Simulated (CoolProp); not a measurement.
Vapour-liquid equilibrium of hydrogen sulfide (1) + n-pentane (2) at 282.6 K; x and y are mole fractions of (1).

Values from CoolProp's multi-fluid Helmholtz-energy mixture model, Lemmon 2006 and Thol 2019; pair parameters Kunz 2012.

```tsv
x	bubble pressure (MPa)	y at the bubble point	dew pressure at overall composition x (MPa)	liquid density (mol/L)
0.05	0.1179	0.693	0.03892	9.090
0.2	0.4062	0.918	0.04617	10.01
0.35	0.6637	0.954	0.05669	11.15
0.5	0.8418	0.967	0.07334	12.61
0.65	0.9713	0.975	0.1038	14.58
0.8	1.104	0.984	0.1776	17.39
0.95	1.279	0.995	0.6206	21.78
```

No azeotrope shows between x = 0.05 and 0.95.

Pair parameters are fitted to limited data, so mixtures are less certain than the pure fluids.
